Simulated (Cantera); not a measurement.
# Thermodynamics of silicon epitaxy and polysilicon growth, feed SiH₄ + H₂

Input: 1 mol SiH₄, 94 mol H₂, at 775 °C and 0.0100 bar.

Equilibrium computed with Cantera from the NASA thermochemical tables; the gas is ideal and each condensed phase is pure. Candidate condensed phases: Si; 9 gas species. Rates play no part.

```
Quantity       Result
----------  ---------
x(H₂)            1.00
n(Si(s))     1.00 mol
gas amount  96.00 mol
```
